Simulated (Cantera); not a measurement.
An isothermal, constant-pressure homogeneous reactor starts with CH4 : N2 = 1 : 16 (molar parts), at 1273 K and 29000 Pa. Integrator tolerance rtol = 1e-08.

Model: GRI-Mech 3.0 (53 species, 325 reactions), integrated in Cantera. GRI-Mech 3.0 stops at C3 and has no aromatics, soot or wall deposition, so with more carbon than oxygen in the feed, carbon stays in small species such as C2H2 where larger ones or solid carbon would form.

Task: What does this change do: temperature 1273 to 1850 K?

Result: 
```
quantity                                            before                                      after
-----------------  ---------------------------------------  -----------------------------------------
x(CH4) at 6.00 s    0.0584 (gas-phase equilibrium 0.00747)    4.33e-5 (gas-phase equilibrium 2.10e-5)
x(H) at 6.00 s     2.71e-9 (gas-phase equilibrium 3.58e-7)  0.000290 (gas-phase equilibrium 0.000291)
x(H2) at 6.00 s    0.000426 (gas-phase equilibrium 0.0722)      0.0831 (gas-phase equilibrium 0.0831)
x(C2H2) at 6.00 s  5.09e-5 (gas-phase equilibrium 0.00761)     0.0277 (gas-phase equilibrium 0.00562)
x(C2H6) at 6.00 s  5.02e-5 (gas-phase equilibrium 9.10e-7)  2.43e-10 (gas-phase equilibrium 5.44e-11)
```
